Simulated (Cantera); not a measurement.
An isothermal, constant-pressure homogeneous reactor starts with NO : N₂ = 1 : 0.38 (molar parts), at 1850 K and 0.780 bar. Integrator tolerance rtol = 1e-08.

Cantera simulation using GRI-Mech 3.0 (53 species, 325 reactions); the numbers are that mechanism's predictions, not measurements.

**Question.** What does this change do: temperature 1850 to 2000 K?

**Answer.** 
```
quantity                                            before                                      after
---------------  -----------------------------------------  -----------------------------------------
x(NO) at 100 s     0.00616 (gas-phase equilibrium 0.00578)    0.00899 (gas-phase equilibrium 0.00899)
x(N₂O) at 100 s    2.63e-7 (gas-phase equilibrium 2.62e-7)    4.00e-7 (gas-phase equilibrium 4.00e-7)
x(N₂) at 100 s         0.635 (gas-phase equilibrium 0.635)        0.633 (gas-phase equilibrium 0.633)
x(O₂) at 100 s         0.359 (gas-phase equilibrium 0.359)        0.357 (gas-phase equilibrium 0.357)
x(NO₂) at 100 s    1.61e-5 (gas-phase equilibrium 1.51e-5)    1.78e-5 (gas-phase equilibrium 1.78e-5)
x(O) at 100 s    0.000132 (gas-phase equilibrium 0.000132)  0.000456 (gas-phase equilibrium 0.000456)
```

**Question.** What does this change do: temperature 1850 to 2200 K?

**Answer.** 
```json
[
 {"quantity": "x(NO) at 100 s", "before": "0.00616 (gas-phase equilibrium 0.00578)", "after": "0.0147 (gas-phase equilibrium 0.0147)"},
 {"quantity": "x(N₂O) at 100 s", "before": "2.63e-7 (gas-phase equilibrium 2.62e-7)", "after": "6.46e-7 (gas-phase equilibrium 6.46e-7)"},
 {"quantity": "x(N₂) at 100 s", "before": "0.635 (gas-phase equilibrium 0.635)", "after": "0.630 (gas-phase equilibrium 0.630)"},
 {"quantity": "x(O₂) at 100 s", "before": "0.359 (gas-phase equilibrium 0.359)", "after": "0.354 (gas-phase equilibrium 0.354)"},
 {"quantity": "x(NO₂) at 100 s", "before": "1.61e-5 (gas-phase equilibrium 1.51e-5)", "after": "2.14e-5 (gas-phase equilibrium 2.14e-5)"},
 {"quantity": "x(O) at 100 s", "before": "0.000132 (gas-phase equilibrium 0.000132)", "after": "0.00183 (gas-phase equilibrium 0.00183)"}
]
```
